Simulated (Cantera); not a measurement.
A closed system holds: 1 mol SO₂, 0.59 mol H₂O, 0.32 mol H₂, held at 2523.15 K.

These are equilibrium values from Cantera (NASA tables, ideal gas, pure condensed phases), not measurements of a reactor. Candidate condensed phases: H₂O, H₂SO₄, S; 19 gas species. Equilibrium is a limit: real reactors are often held back by kinetics, nucleation or transport.

### Question
At 0.00120 bar, list the 5 most abundant gas species with their mole fractions, and the condensed phases.

### Answer
H 0.225, SO₂ 0.189, SO 0.139, O 0.117, H₂O 0.102. Condensed: gas only.
